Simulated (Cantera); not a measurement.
# Diamond growth

A diamond (100) surface in a fixed gas of H2 with x(CH4) = 0.019, x(H) = 0.002, x(CH3) = 2.4e-05, 0.0109 atm; coverages are run to steady state.

Detailed kinetics in Cantera: the Harris–Goodwin 1993 mechanism for the reconstructed diamond (100) surface.

```tsv
T (K)	growth (µm/h)	θ c6HH	θ c6H*	θ c6*H	θ c6**	θ c6HM
950	0.0966	0.638	0.0140	0.332	0.00649	0.00713
1025	0.0872	0.574	0.0204	0.390	0.0110	0.00323
1100	0.0453	0.516	0.0276	0.438	0.0170	0.000819
1175	0.0265	0.465	0.0353	0.475	0.0240	0.000161
1250	0.0253	0.424	0.0430	0.501	0.0315	3.19e-5
1325	0.0227	0.392	0.0506	0.519	0.0388	6.43e-6
1400	0.0115	0.368	0.0578	0.529	0.0454	1.37e-6
```
θ: site fractions in the mechanism's names (c6HH fully hydrogenated, c6H* and c6*H radical sites, c6** diradical, c6HM methylated).
